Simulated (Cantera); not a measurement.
# Adiabatic ignition

An adiabatic, constant-pressure homogeneous reactor starts with 5.65 % CH4, 19.8 % O2, 74.5 % N2, equivalence ratio 0.57, at 1723 K and 1.00 bar.

Computed with Cantera and GRI-Mech 3.0 (53 species, 325 reactions).

```tsv
t (s)	T (K)	x CH4	x O2	x H2	x CH2	x H	x CH2O
2.00e-6	1723	0.0565	0.198	7.18e-7	9.55e-12	2.20e-7	5.96e-8
5.80e-6	1723	0.0564	0.198	2.40e-6	5.21e-11	2.41e-7	6.45e-7
1.68e-5	1723	0.0564	0.198	8.30e-6	3.84e-10	3.20e-7	6.77e-6
4.89e-5	1723	0.0561	0.198	4.28e-5	6.25e-9	8.93e-7	8.42e-5
0.000142	1756	0.0473	0.191	0.00255	1.84e-6	6.18e-5	0.00216
0.000411	2572	<1e-12	0.0836	0.00464	<1e-12	0.00394	1.91e-11
0.00119	2625	<1e-12	0.0823	0.00365	<1e-12	0.00260	1.59e-11
0.00346	2619	<1e-12	0.0798	0.00361	<1e-12	0.00251	1.55e-11
0.0101	2611	<1e-12	0.0770	0.00356	<1e-12	0.00242	1.51e-11
0.0292	2609	<1e-12	0.0763	0.00355	<1e-12	0.00240	1.50e-11
0.0846	2609	<1e-12	0.0762	0.00355	<1e-12	0.00240	1.50e-11
0.246	2609	<1e-12	0.0762	0.00355	<1e-12	0.00240	1.50e-11
0.713	2609	<1e-12	0.0762	0.00355	<1e-12	0.00240	1.50e-11
2.07	2609	<1e-12	0.0762	0.00355	<1e-12	0.00240	1.50e-11
6.00	2609	<1e-12	0.0762	0.00355	<1e-12	0.00240	1.50e-11
```
x: mole fraction; the columns are a selection and need not sum to one.

```yaml
time_of_steepest_temperature_rise: 0.175 ms
temperature at 6.00 s: 2609 K
equilibrium_temperature: 2609 K
x(CH4) at 6.00 s: <1e-12 (gas-phase equilibrium <1e-12)
x(O2) at 6.00 s: 0.0762 (gas-phase equilibrium 0.0762)
x(H2) at 6.00 s: 0.00355 (gas-phase equilibrium 0.00355)
```
